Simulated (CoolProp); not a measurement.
Vapour-liquid equilibrium of carbon dioxide (1) + carbonyl sulfide (2) at -40.45 °C; x and y are mole fractions of (1).

Computed with CoolProp (multi-fluid Helmholtz-energy mixture model, Span 1996 and Lemmon 2006; pair parameters Bell 2016).

| x | bubble pressure (MPa) | y at the bubble point | dew pressure at overall composition x (MPa) | liquid density (mol/L) |
|---|---|---|---|---|
| 0.05 | 0.2381 | 0.366 | 0.1634 | 19.43 |
| 0.125 | 0.3452 | 0.584 | 0.1767 | 19.78 |
| 0.2 | 0.4349 | 0.687 | 0.1922 | 20.15 |
| 0.275 | 0.5106 | 0.748 | 0.2106 | 20.53 |
| 0.35 | 0.5752 | 0.789 | 0.2329 | 20.92 |
| 0.425 | 0.6314 | 0.820 | 0.2603 | 21.32 |
| 0.5 | 0.6818 | 0.845 | 0.2947 | 21.75 |
| 0.575 | 0.7284 | 0.868 | 0.3392 | 22.20 |
| 0.65 | 0.7728 | 0.888 | 0.3985 | 22.67 |
| 0.725 | 0.8167 | 0.909 | 0.4801 | 23.18 |
| 0.8 | 0.8610 | 0.931 | 0.5943 | 23.73 |
| 0.875 | 0.9068 | 0.954 | 0.7440 | 24.31 |
| 0.95 | 0.9547 | 0.980 | 0.8991 | 24.95 |

No azeotrope shows between x = 0.05 and 0.95.

Pair parameters are fitted to limited data, so mixtures are less certain than the pure fluids.
